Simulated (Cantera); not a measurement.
Input (Python, Cantera):

```python
import numpy as np
import cantera as ct

gas = ct.Solution("gri30.yaml")
gas.TPX = 2173, 500000, {'CH4': 1, 'H2O': 1.6, 'H2': 0.054}
reactor = ct.IdealGasConstPressureReactor(gas, energy="off", clone=False)
net = ct.ReactorNet([reactor])
net.rtol, net.atol = 1e-08, 1e-18
show = ['CH4', 'H2O', 'H2', 'C2H4', 'C2H6', 'CH2']
times = np.geomspace(1e-05, 100, 13)

steps = ct.SolutionArray(gas, extra=["t"])
rows = []
print(f"{'t/s':>10s}{'T/K':>9s}{'P/Pa':>11s}" + "".join(f"{s:>11s}" for s in show))
for t in times:
    while net.time < t:
        t_next = net.step()
        steps.append(gas.state, t=t_next)
    rows.append([np.interp(t, steps.t, y) for y in (steps.T, steps.P, *steps(*show).X.T)])
    print(f"{t:10.3e}{rows[-1][0]:9.1f}{rows[-1][1]:11.4g}" + "".join(f"{x:11.3e}" for x in rows[-1][2:]))
rate = np.gradient(steps.T, steps.t)
print("integrator steps:", len(steps.t))
if steps.T.max() > steps.T[0] + 200:
    print(f"time of steepest temperature rise: {steps.t[rate.argmax()]:.4e} s")
gas.TPX = 2173, 500000, {'CH4': 1, 'H2O': 1.6, 'H2': 0.054}
gas.equilibrate("TP")
print(f"equilibrium (TP): T = {gas.T:.1f} K  " + "  ".join(f"{s} {gas[s].X[0]:.3e}" for s in show))
```

Output:

```
       t/s      T/K       P/Pa        CH4        H2O         H2       C2H4       C2H6        CH2
 1.000e-05   2173.0      5e+05  1.406e-01  4.955e-01  2.675e-01  9.789e-03  7.400e-04  3.587e-05
 3.831e-05   2173.0      5e+05  5.707e-02  4.350e-01  3.811e-01  1.678e-03  1.110e-04  1.955e-05
 1.468e-04   2173.0      5e+05  2.389e-02  3.706e-01  4.565e-01  7.818e-04  1.874e-05  1.118e-05
 5.623e-04   2173.0      5e+05  1.566e-02  2.737e-01  5.366e-01  5.008e-04  6.845e-06  5.945e-06
 2.154e-03   2173.0      5e+05  8.111e-03  1.748e-01  6.164e-01  1.804e-04  1.574e-06  2.172e-06
 8.254e-03   2173.0      5e+05  1.589e-03  1.260e-01  6.575e-01  1.120e-05  5.717e-08  3.282e-07
 3.162e-02   2173.0      5e+05  4.917e-07  1.214e-01  6.621e-01  2.804e-11  1.250e-14  9.464e-11
 1.212e-01   2173.0      5e+05  1.837e-07  1.214e-01  6.621e-01  1.394e-12  1.086e-15  3.577e-11
 4.642e-01   2173.0      5e+05  1.837e-07  1.214e-01  6.621e-01  1.394e-12  1.086e-15  3.577e-11
 1.778e+00   2173.0      5e+05  1.837e-07  1.214e-01  6.621e-01  1.394e-12  1.086e-15  3.577e-11
 6.813e+00   2173.0      5e+05  1.837e-07  1.214e-01  6.621e-01  1.394e-12  1.086e-15  3.577e-11
 2.610e+01   2173.0      5e+05  1.837e-07  1.214e-01  6.621e-01  1.394e-12  1.086e-15  3.577e-11
 1.000e+02   2173.0      5e+05  1.837e-07  1.214e-01  6.621e-01  1.394e-12  1.086e-15  3.577e-11
integrator steps: 1869
equilibrium (TP): T = 2173.0 K  CH4 2.120e-07  H2O 1.214e-01  H2 6.621e-01  C2H4 1.616e-12  C2H6 1.385e-15  CH2 4.120e-11
```

Cantera simulation using GRI-Mech 3.0 (53 species, 325 reactions); the numbers are that mechanism's predictions, not measurements.
